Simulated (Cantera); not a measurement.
Feed: 1 mol AlCl3, 110 mol NH3, 1.4 mol N2, 12 mol N2O, at 0.00133 bar.

Equilibrium computed with Cantera from the NASA thermochemical tables; the gas is ideal and each condensed phase is pure. Candidate condensed phases: Al, AlCl3, AlN, Al2O3, H2O, NH4Cl; 45 gas species. Equilibrium is a limit: real reactors are often held back by kinetics, nucleation or transport. All values below are at 1823 K.

Base state: H2 0.644, N2 0.290, H2O 0.0444, HCl 0.0126, H 0.00952, Cl 0.000142, OH 4.57e-5 (mole fractions); condensed: Al2O3(s).

### Question
What changes in the equilibrium state with this change: pressure from 0.00133 bar to 0.000470 bar?

### Answer
| species | before | after |
|---|---|---|
| H2 | 0.644 | 0.638 |
| N2 | 0.290 | 0.289 |
| H2O | 0.0444 | 0.0443 |
| H | 0.00952 | 0.0160 |
| HCl | 0.0126 | 0.0124 |
| OH | 4.57e-5 | 7.71e-5 |
| Cl | 0.000142 | 0.000237 |
| Al2O3(s), mol | 0.500 | 0.500 |
